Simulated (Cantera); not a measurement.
An isothermal, constant-pressure homogeneous reactor starts with 4.92 % NO, 95.1 % N2, at 1900 K and 0.415 atm.

Computed with Cantera and GRI-Mech 3.0 (53 species, 325 reactions).

Task: Predict: x(NO) at 20.0 s; x(NO2) at 20.0 s; x(N2O) at 20.0 s; x(O) at 20.0 s; x(N2) at 20.0 s; x(O2) at 20.0 s.

Result: 
| Quantity | Value |
|---|---|
| x(NO) at 20.0 s | 0.0200 (gas-phase equilibrium 0.00214) |
| x(NO2) at 20.0 s | 7.07e-6 (gas-phase equilibrium 9.53e-7) |
| x(N2O) at 20.0 s | 2.40e-7 (gas-phase equilibrium 8.75e-8) |
| x(O) at 20.0 s | 5.65e-5 (gas-phase equilibrium 7.10e-5) |
| x(N2) at 20.0 s | 0.965 (gas-phase equilibrium 0.974) |
| x(O2) at 20.0 s | 0.0145 (gas-phase equilibrium 0.0235) |
